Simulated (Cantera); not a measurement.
What does this Cantera script print?

```python
import numpy as np
import cantera as ct

gas_names = """
    CL CL2 H HCL H2 N NH NH2 NH3 N2 N2H2 N2H4 Si SiCL SiCL2 SiCL3 SiCL4 SiH SiHCL3 SiH2 SiH2CL2 SiH3
    SiH3CL SiH4 SiN Si2 Si2N Si3
""".split()
cond_names = """
    NH4CL(a) NH4CL(b) Si(cr) Si(L) Si3N4(a)
""".split()


# ... load() reads the species with a 1 bar reference pressure and builds the phases ...
atoms = {
    'Si2Cl6': {'Si': 2, 'CL': 6},
    'NH3': {'N': 1, 'H': 3},
    'N2': {'N': 2},
}
top_T = {'Si3N4(a)': 2400}  # K; cautious upper limits of use, not melting points


# ... equilibrate(T, P, feed) seeds the gas with the atoms and calls Mixture.equilibrate('TP', solver="vcs", rtol=1e-11, max_steps=5000) ...
results = []
feed = {'Si2Cl6': 1, 'NH3': 0.25, 'N2': 35}  # mol
T = 850  # K
P = 1000  # Pa
mix = equilibrate(T, P, feed)
results.append((T, P, feed, dict(zip(mix.species_names, mix.species_moles))))
print(gas.report(threshold=0.001))
for i in range(1, mix.n_phases):
    print(f"{mix.phase(i).name:16s} {mix.phase_moles(i):12.5e} mol")
```

Output:

```
       temperature   850 K
          pressure   1000 Pa
           density   0.0047085 kg/m^3
  mean mol. weight   33.277 kg/kmol
   phase of matter   gas

                          1 kg             1 kmol
                     ---------------   ---------------
          enthalpy       -2.2983e+05       -7.6481e+06  J
   internal energy       -4.4221e+05       -1.4715e+07  J
           entropy            8139.7        2.7086e+05  J/K
    Gibbs function       -7.1486e+06       -2.3788e+08  J
 heat capacity c_p              1034             34409  J/K
 heat capacity c_v            784.18             26095  J/K

                      mass frac. Y      mole frac. X     chem. pot. / RT
                     ---------------   ---------------   ---------------
               HCL           0.02082          0.019004           -45.513
                N2           0.79487           0.94419           -29.123
             SiCL4           0.18425          0.036091           -146.18
     [  +25 minor]        5.8062e-05        0.00071188

Si(cr)            0.00000e+00 mol
Si3N4(a)          2.24814e-01 mol
```

Cantera equilibrium calculation (NASA polynomials, part measured and part estimated; ideal gas, pure solids and liquids). The feed counts by its element totals alone.
